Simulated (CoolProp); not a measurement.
n-pentane along the isotherm 246.05 °C: Z from the reference equation and from simpler models built on Tc = 196.5 °C, pc = 3.368 MPa, ω = 0.251; each cubic takes its own stable root.

Values from CoolProp's reference Helmholtz-energy equation of state, Thol 2019.

```csv
p (MPa),phase,reference
0.601,gas,0.9556
1.2,gas,0.9091
1.8,gas,0.8599
2.41,gas,0.8065
3.01,gas,0.7499
3.61,supercritical,0.6884
4.21,supercritical,0.6209
4.81,supercritical,0.5486
5.41,supercritical,0.4800
6.01,supercritical,0.4331
6.61,supercritical,0.4131
7.22,supercritical,0.4102
7.82,supercritical,0.4163
8.42,supercritical,0.4271
```

Task: How far does each simpler model (van der Waals, Redlich-Kwong, Soave-Redlich-Kwong, Peng-Robinson) lie from the reference over these 14 states: mean and median of the absolute difference, and the worst?

Result: 
- van der Waals: mean 7.6 %, median 5.2 %, worst +22.7 % at 246.05 °C and 8.42 MPa
- Redlich-Kwong: mean 3.8 %, median 2.6 %, worst +9.5 % at 246.05 °C and 8.42 MPa
- Soave-Redlich-Kwong: mean 7.5 %, median 4.3 %, worst +17.4 % at 246.05 °C and 7.22 MPa
- Peng-Robinson: mean 4.1 %, median 2.6 %, worst +8.8 % at 246.05 °C and 6.61 MPa
